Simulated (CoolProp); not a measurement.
The numbers come from the reference Helmholtz-energy equation of state, Schroeder 2014 in CoolProp.

Task: Give the vapour pressure (MPa), liquid density (kg/m³), vapour density (kg/m³), enthalpy of vaporisation (kJ/kg) of saturated ethanol at 277.5, 370.1 K.

Result: 
```csv
T (K),p (MPa),liquid density (kg/m³),vapour density (kg/m³),enthalpy of vaporisation (kJ/kg)
277.5,0.00216,803,0.0433,942
370.1,0.202,717,3.18,817
```
